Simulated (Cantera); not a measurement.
Cantera run:

```python
import numpy as np
import cantera as ct

gas_names = """
    CL CL2 H HCL H2 Si SiCL SiCL2 SiCL3 SiCL4 SiH SiHCL3 SiH2 SiH2CL2 SiH3 SiH3CL SiH4 Si2 Si3
""".split()
cond_names = """
    Si(cr) Si(L)
""".split()


# ... load() reads the species with a 1 bar reference pressure and builds the phases ...
atoms = {
    'SiCl4': {'Si': 1, 'CL': 4},
    'Cl2': {'CL': 2},
    'H2': {'H': 2},
}
top_T = {}  # K; cautious upper limits of use, not melting points


# ... equilibrate(T, P, feed) seeds the gas with the atoms and calls Mixture.equilibrate('TP', solver="vcs", rtol=1e-11, max_steps=5000) ...
results = []
feed = {'SiCl4': 1, 'Cl2': 1.7, 'H2': 7.6}  # mol
P = 10000  # Pa
for T in [573, 673, 773, 873, 973, 1073, 1173, 1273, 1373, 1473, 1573]:
    mix = equilibrate(T, P, feed)
    results.append((T, P, feed, dict(zip(mix.species_names, mix.species_moles))))

top = {s: max(r[3][s] / sum(r[3][g] for g in gas_names) for r in results) for s in gas_names}
cols = sorted((s for s in top if top[s] > 0.001), key=lambda s: -top[s])[:9]
seen = [c for c in cond_names if any(r[3].get(c, 0) > 1e-12 for r in results)]
print("log10 of partial pressures in bar; condensed amounts in mol")
print(f"{'T/K':>10s}" + "".join(f"{s[:9]:>10s}" for s in cols + seen))
for T, P, feed, n in results:
    ng = sum(n[g] for g in gas_names)
    print(f"{T:10.4g}" + "".join(f"{np.log10(max(n[s] / ng * P / 1e5, 1e-99)):10.3f}" for s in cols)
          + "".join(f"{n.get(c, 0):10.4g}" for c in seen))
```

It prints:

```
log10 of partial pressures in bar; condensed amounts in mol
       T/K        H2       HCL     SiCL4     SiCL2     SiCL3    SiHCL3
       573    -1.242    -1.481    -2.013   -18.515   -11.942    -6.624
       673    -1.242    -1.481    -2.013   -14.386    -9.534    -5.672
       773    -1.242    -1.481    -2.013   -11.343    -7.759    -4.975
       873    -1.242    -1.481    -2.014    -9.011    -6.397    -4.445
       973    -1.243    -1.480    -2.017    -7.172    -5.323    -4.030
      1073    -1.244    -1.478    -2.024    -5.690    -4.459    -3.701
      1173    -1.246    -1.474    -2.040    -4.485    -3.759    -3.444
      1273    -1.253    -1.462    -2.086    -3.530    -3.216    -3.276
      1373    -1.272    -1.431    -2.209    -2.855    -2.865    -3.249
      1473    -1.302    -1.389    -2.455    -2.459    -2.724    -3.395
      1573    -1.329    -1.357    -2.817    -2.256    -2.746    -3.666
```

Equilibrium computed with Cantera from the NASA thermochemical tables; the gas is ideal and each condensed phase is pure. The tables' values for SiCl3 are old estimates; treat these amounts as uncertain.
